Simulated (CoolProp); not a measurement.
Vapour-liquid equilibrium of trans-2-butene (1) + acetone (2) at 0.0627 MPa; x and y are mole fractions of (1).

Model: multi-fluid Helmholtz-energy mixture model, Lemmon 2005 and Lemmon 2006; pair parameters Bell 2016, in CoolProp.

**Question.** Give the bubble temperature and the first vapour's composition at x = 0.15, 0.25, 0.55. Is there an azeotrope?

**Answer.** x = 0.15: 280.6 K, y = 0.805; x = 0.25: 272.6 K, y = 0.879; x = 0.55: 266.1 K, y = 0.927. No azeotrope shows between x = 0.05 and 0.95.

The pair parameters rest on a limited set of measurements; away from them the model extrapolates. With so large a gap from Raoult's law the liquid may split in two, which this calculation doesn't test in full.
